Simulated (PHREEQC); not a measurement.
Make-up at 25 °C: 0.004 mol HF, 0.017 mol Na2CO3 and 0.00028 mol LiCl per kg of water. Closed to the air; pH follows from the charge balance.

All values are PHREEQC results (ion-association model, phreeqc.dat), not measurements.

Precipitation was switched off in this run.

**Question.** Order these C species by the share of C that they hold, largest first: NaCO3-, NaHCO3, CO3-2, HCO3-.

**Answer.** CO3-2 (58 %), HCO3- (25 %), NaCO3- (17 %), NaHCO3 (0.31 %)

The pH is 10.46 and the ionic strength 0.0412 mol/kgw.
